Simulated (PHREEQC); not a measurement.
A column of 0.1 m (30 cells, dispersivity 0.008 m, 60 s a shift, diffusion coefficient 3e-10 m²/s) holds 0.19 eq of the database's cation exchanger X per kg of pore water, first in equilibrium with 0.001 mol/kgw CdCl2 and 1e-05 mol/kgw HCl. It is flushed with 0.064 mol/kgw BaCl2, 0.05 mol/kgw CaCl2 and 1e-05 mol/kgw HCl, at 15 °C. Values are for the last cell. The system is closed to CO2. Precipitation was switched off in this run.

Computed with PHREEQC (ion-association model, phreeqc.dat).

```csv
pore volumes,Ba in solution (mol/kgw),Ca in solution (mol/kgw),Cd in solution (mol/kgw),Cl in solution (mol/kgw),CdX2 on the exchanger (mol/kgw),CaX2 on the exchanger (mol/kgw)
0,0,0,0.00100,0.00201,0.0950,0
0.15,0,0,0.00100,0.00201,0.0950,0
0.2833,0,0,0.00105,0.00211,0.0950,0
0.55,0,0,0.0105,0.0209,0.0950,0
0.6833,4.22e-14,4.96e-12,0.0249,0.0499,0.0950,4.43e-11
0.8167,9.33e-11,4.59e-9,…,0.0855,0.0950,3.05e-8
0.95,1.82e-8,4.19e-7,0.0601,0.120,0.0950,2.34e-6
1.083,8.89e-7,1.06e-5,0.0750,0.150,0.0949,5.33e-5
1.35,0.000242,0.000959,0.0940,0.190,0.0895,0.00413
1.483,0.00206,0.00510,…,0.203,0.0678,0.0177
1.617,0.0102,0.0170,0.0784,0.211,0.0307,0.0357
1.75,0.0240,0.0310,0.0535,0.217,0.0115,0.0411
1.883,0.0361,0.0401,0.0342,0.221,0.00504,0.0408
2.15,0.0507,…,0.0138,0.225,0.00143,0.0388
2.283,0.0547,0.0495,0.00885,0.226,0.000846,0.0380
2.417,0.0574,0.0503,0.00570,0.227,0.000518,0.0374
2.55,0.0593,0.0506,0.00368,0.227,0.000324,0.0369
2.683,0.0606,0.0507,0.00239,0.228,0.000206,0.0365
2.95,0.0622,0.0507,0.00102,0.228,8.54e-5,0.0359
3.083,0.0627,0.0506,0.000664,0.228,5.55e-5,0.0357
3.217,0.0630,0.0505,0.000435,0.228,3.62e-5,0.0356
3.35,0.0633,0.0504,0.000285,0.228,2.37e-5,0.0355
3.483,0.0634,0.0504,0.000187,0.228,1.55e-5,0.0354
3.75,0.0637,0.0502,8.08e-5,0.228,6.68e-6,0.0352
3.883,0.0637,0.0502,5.31e-5,0.228,4.39e-6,0.0352
4.017,0.0638,0.0502,3.50e-5,0.228,2.89e-6,0.0352
```

Task: Fill in the missing entries.

Result: 
- 0.8167, Cd in solution (mol/kgw): 0.0427
- 1.483, Cd in solution (mol/kgw): 0.0942
- 2.15, Ca in solution (mol/kgw): 0.0480
